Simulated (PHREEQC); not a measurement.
Dissolve 0.054 mol KNO3 and 0.053 mol NaOH per kg of water at 25 °C. Closed to the air; pH follows from the charge balance.

Equilibrium calculation in PHREEQC: ion-association model, phreeqc.dat.

No solid was allowed to form.

**Question.** Predict the pH, density, specific conductance.

**Answer.** pH 12.60; density 1.003 g/cm³; specific conductance 17400 µS/cm.

Complexes and solids missing from the database can't appear.
